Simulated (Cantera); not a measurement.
An adiabatic, constant-volume homogeneous reactor starts with C₃H₈ : O₂ : N₂ = 1 : 2.17 : 8.17 (molar parts), equivalence ratio 2.3, at 1400 K and 5.00 bar.

Computed with Cantera and GRI-Mech 3.0 (53 species, 325 reactions). GRI-Mech 3.0 was tuned for natural gas; its chemistry of propane as a main component is partial and can be far from experiment.

Task: Predict: time of steepest temperature rise; temperature at 2.00 s; equilibrium temperature; x(O₂) at 2.00 s; x(O) at 2.00 s; x(CH₃) at 2.00 s.

Result: 
```
Quantity                                                             Value
---------------------------------  ---------------------------------------
time of steepest temperature rise                                  94.4 µs
temperature at 2.00 s                                               2703 K
equilibrium temperature                                             2703 K
x(O₂) at 2.00 s                    2.92e-6 (gas-phase equilibrium 2.92e-6)
x(O) at 2.00 s                     1.75e-5 (gas-phase equilibrium 1.75e-5)
x(CH₃) at 2.00 s                   2.43e-9 (gas-phase equilibrium 2.71e-9)
```
